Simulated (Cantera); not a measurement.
An isothermal, constant-pressure homogeneous reactor starts with NO : N2 = 1 : 9.6 (molar parts), at 1650 K and 4400 Pa. Integrator tolerance rtol = 1e-08.

Detailed kinetics in Cantera: GRI-Mech 3.0 (53 species, 325 reactions). Radical loss at walls, strong at low pressure, is not modelled.

What does this change do: temperature 1650 to 2150 K?


```tsv
quantity	before	after
x(NO) at 1.00 s	0.0943 (gas-phase equilibrium 0.00124)	0.0795 (gas-phase equilibrium 0.00563)
x(N2O) at 1.00 s	3.21e-6 (gas-phase equilibrium 1.69e-8)	2.77e-6 (gas-phase equilibrium 7.22e-8)
x(N2) at 1.00 s	0.906 (gas-phase equilibrium 0.952)	0.913 (gas-phase equilibrium 0.949)
x(NO2) at 1.00 s	3.97e-6 (gas-phase equilibrium 4.32e-7)	4.32e-6 (gas-phase equilibrium 7.31e-7)
x(O2) at 1.00 s	1.79e-5 (gas-phase equilibrium 0.0465)	0.00697 (gas-phase equilibrium 0.0433)
```
